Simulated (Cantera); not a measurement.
Mixture: CH4 : O2 : N2 = 1 : 1.11 : 4.18 (molar parts), equivalence ratio 1.8, at 0.464 atm, adiabatic and at constant pressure. Ignition delay is the time to a rise of 400 K.

Computed with Cantera and GRI-Mech 3.0 (53 species, 325 reactions).

Problem. What does this change do: pressure from 0.464 atm to 0.503 atm?

Solution. 
```csv
quantity,before,after
delay at 1175 K,0.172 s,0.161 s
delay at 1375 K,11.0 ms,10.4 ms
delay at 1575 K,1.28 ms,1.20 ms
delay at 1775 K,0.277 ms,0.257 ms
delay at 1975 K,90.8 µs,84.0 µs
apparent activation energy between 1875 and 2075 K,160 kJ/mol,160 kJ/mol
```
